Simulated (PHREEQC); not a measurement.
A solution holds 1.1 mmol/kgw H2SO4 and 1.6 mmol/kgw CuSO4, at 35 °C. Closed to the air; pH follows from the charge balance.

Computed with PHREEQC (ion-association model, wateq4f.dat).

No solid was allowed to form.

**Question.** Predict the pH.

**Answer.** pH 2.77.

**Question.** In which forms is Cu present?

**Answer.** Cu+2 82 %, CuSO4 18 % of the Cu.

Species that the database lacks are ignored.
